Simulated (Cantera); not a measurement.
A Cantera script and what it prints.

```python
import numpy as np
import cantera as ct

gas_names = """
    N2 O NO2 N2O O3
""".split()
cond_names = """

""".split()


# ... load() reads the species with a 1 bar reference pressure and builds the phases ...
species = {s.name: s for s in load("nasa_gas.yaml", gas_names) + load("nasa_condensed.yaml", cond_names)}
# Each term lists the table entries of one substance; the one whose range holds T is used.
reactions = {
    'N2(g) + 4 O(g) = 2 NO2(g)':
        [(-1, ['N2']), (-4, ['O']), (2, ['NO2'])],
    '3 N2O(g) = 3 N2(g) + O3(g)':
        [(-3, ['N2O']), (3, ['N2']), (1, ['O3'])],
}


def pick(names, T):
    return next(species[n] for n in names if species[n].thermo.min_temp <= T <= species[n].thermo.max_temp)


results = []
for label, terms in reactions.items():
    print(label)
    print("     T/K   dH/kJ  dS/(J/K)   dG/kJ   log10 K")
    for T in [825, 925, 1025, 1125, 1225, 1325, 1425, 1525, 1625]:
        used = [(nu, pick(names, T)) for nu, names in terms]
        dH = sum(nu * s.thermo.h(T) for nu, s in used) / 1e6
        dS = sum(nu * s.thermo.s(T) for nu, s in used) / 1e3
        dG = dH - T * dS / 1e3
        logK = -dG * 1e6 / (ct.gas_constant * T * np.log(10))
        results.append((label, T, dH, dS, dG, logK, [s.name for _, s in used]))
        print(f"{T:8g} {dH:8.1f} {dS:8.1f} {dG:8.1f} {logK:8.2f}")
```

It prints:

```
N2(g) + 4 O(g) = 2 NO2(g)
     T/K   dH/kJ  dS/(J/K)   dG/kJ   log10 K
     825   -941.6   -383.8   -625.0    39.57
     925   -942.9   -385.2   -586.6    33.12
    1025   -944.0   -386.4   -548.0    27.93
    1125   -945.0   -387.2   -509.3    23.65
    1225   -945.8   -388.0   -470.6    20.06
    1325   -946.6   -388.6   -431.7    17.02
    1425   -947.2   -389.1   -392.8    14.40
    1525   -947.8   -389.5   -353.9    12.12
    1625   -948.4   -389.8   -315.0    10.12
3 N2O(g) = 3 N2(g) + O3(g)
     T/K   dH/kJ  dS/(J/K)   dG/kJ   log10 K
     825   -104.2    153.3   -230.6    14.60
     925   -105.2    152.1   -245.9    13.88
    1025   -106.4    150.9   -261.0    13.30
    1125   -107.6    149.7   -276.1    12.82
    1225   -109.0    148.5   -291.0    12.41
    1325   -110.5    147.4   -305.8    12.05
    1425   -111.9    146.3   -320.4    11.75
    1525   -113.4    145.4   -335.0    11.48
    1625   -114.7    144.5   -349.5    11.23
```

Source: NASA polynomial tables (part measured, part estimated), evaluated in Cantera. Condensed species are held in their standard states even where they would react or evaporate.
